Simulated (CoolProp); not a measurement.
A single-stage vapour-compression cycle with R143a: evaporating at 233.15 K (dew point), condensing at 255.15 K (bubble point), superheat 2 K, subcooling 0 K, compressor efficiency 0.7, no pressure losses. Each further row changes one setting.

The numbers come from the reference Helmholtz-energy equation of state, Lemmon and Jacobsen 2000 in CoolProp.

| case | cooling COP | pressure ratio | discharge temperature (K) | refrigerating effect (kJ/kg) | volumetric capacity (kJ/m³) |
|---|---|---|---|---|---|
| as stated | 6.75 | 2.40 | 272.6 | 193 | 1240 |
| evaporating temperature 238.15 K | 9.09 | 1.94 | 268.7 | 196 | 1550 |
| condensing temperature 250.15 K | 8.92 | 2.00 | 264.7 | 200 | 1290 |
| subcooling 5 K | 6.99 | 2.40 | 272.6 | 200 | 1290 |
| superheat 12 K | 6.70 | 2.40 | 283.2 | 202 | 1230 |
| compressor efficiency 0.6 | 5.78 | 2.40 | 277.5 | 193 | 1240 |
